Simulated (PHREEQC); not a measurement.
Make-up at 25 °C: 0.0033 mol/kgw NaCl, 0.16 mol/kgw KHSO4 and 0.0074 mol/kgw (CH3)4NCl. Closed to the air; pH follows from the charge balance.

Computed with PHREEQC (ion-association model, phreeqc.dat).

This is a speciation only: nothing precipitates in the calculation.

**Question.** Order these S species by the share of S that they hold, largest first: NaSO4-, KSO4-, HSO4-, SO4-2.

**Answer.** HSO4- (59 %), SO4-2 (33 %), KSO4- (8.3 %), NaSO4- (0.13 %)

The pH is 1.28 and the ionic strength 0.276 mol/kgw. (CH3)4N+ isn't in the database: it is added as a free cation with an ion size of 4 Å.
